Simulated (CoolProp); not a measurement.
Vapour-liquid equilibrium of cyclopentane (1) + octamethylcyclotetrasiloxane (D4) (2) at 40.15 °C; x and y are mole fractions of (1).

Values from CoolProp's multi-fluid Helmholtz-energy mixture model, Gedanitz 2015 and Thol 2015; pair parameters Bell 2016.

| x | bubble pressure (kPa) | y at the bubble point | dew pressure at overall composition x (kPa) | liquid density (mol/L) |
|---|---|---|---|---|
| 0.05 | 3.245 | 0.886 | 0.4074 | 3.277 |
| 0.2 | 12.29 | 0.974 | 0.4833 | 3.725 |
| 0.35 | 22.16 | 0.988 | 0.5938 | 4.288 |
| 0.5 | 32.94 | 0.994 | 0.7697 | 5.014 |
| 0.65 | 44.69 | 0.997 | 1.094 | 5.985 |
| 0.8 | 57.37 | 0.999 | 1.890 | 7.349 |
| 0.95 | 70.36 | 1.000 | 6.933 | 9.403 |

No azeotrope shows between x = 0.05 and 0.95.

Pair parameters are fitted to limited data, so mixtures are less certain than the pure fluids.
